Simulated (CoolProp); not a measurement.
Vapour pressure (kPa) of R365MFC: the reference equation beside estimates from Tc = 460.0 K, pc = 3266 kPa, ω = 0.377.

Computed with CoolProp (reference Helmholtz-energy equation of state, Lemmon 2016).

```csv
T (K),reference,Redlich-Kwong,Soave-Redlich-Kwong
320.9,132.0,277.5,131.8
328.3,168.6,335.6,169.0
335.6,___,401.1,213.2
343,264.4,476.3,266.8
350.4,326.2,560.9,330.2
357.8,398.6,655.5,404.6
365.2,482.5,760.6,___
372.6,579.3,___,591.2
380,690.2,1005,705.8
387.4,816.4,1145,836.5
394.8,959.5,1298,984.4
402.2,1121,1464,1151
```

**Question.** What belongs in the gaps?

**Answer.** 
- 335.6, reference: 212.0
- 365.2, Soave-Redlich-Kwong: 491.2
- 372.6, Redlich-Kwong: 876.9

Absolute difference from the reference over all 12 rows, mean and median: Redlich-Kwong 64.6 and 61.0 %, Soave-Redlich-Kwong 1.5 and 1.7 %.
